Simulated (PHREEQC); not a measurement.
0.12 g of hydrous ferric oxide (600 m²/g; 0.2 weak and 0.005 strong sites per Fe, Dzombak-Morel constants, diffuse double layer) in 1 kg of water with 0.1 mol/kgw of an inert sodium salt and 3e-05 mol Ag2SO4 and 6.4e-06 mol MnCl2, at 25 °C; the pH is set by adding NaOH or the inert anion's acid. The system is closed to oxygen. No CO2 enters from the air. Nothing may precipitate in this run.

Computed with PHREEQC (ion-association model, wateq4f.dat).

```
pH    S sorbed (%)  Ag sorbed (%)  Mn sorbed (%)  surface charge σ (C/m²)
----  ------------  -------------  -------------  -----------------------
3             93.1            0.0            0.0                    0.291
3.38          92.9            0.0            0.0                    0.284
3.75          92.1            0.0            0.0                    0.273
4.5           86.1            0.1            0.0                    0.224
4.88          78.3            0.2            0.0                    0.191
5.25          65.7            0.7            [?]                    0.159
5.62          48.5            1.8            0.4                    0.129
6.38          14.0            6.4            [?]                    0.078
6.75           5.3            [?]            8.7                    0.057
7.12           1.7            9.6           18.1                    0.039
7.5            0.4           10.8            [?]                    0.023
8.25           0.0           20.0           87.3                   -0.003
8.62           0.0           31.0           96.5                   -0.016
9              0.0           47.1           99.1                   -0.031
```

Question: Complete the blanks.

Answer: 
- 5.25, Mn sorbed (%): 0.1
- 6.38, Mn sorbed (%): 3.8
- 6.75, Ag sorbed (%): 8.4
- 7.5, Mn sorbed (%): 36.7

Along this series the solution becomes supersaturated in solids that the run did not let form, among them Cerargyrite. Complexes and solids missing from the database can't appear. The oxide is taken as insoluble; below pH 4 it would dissolve.
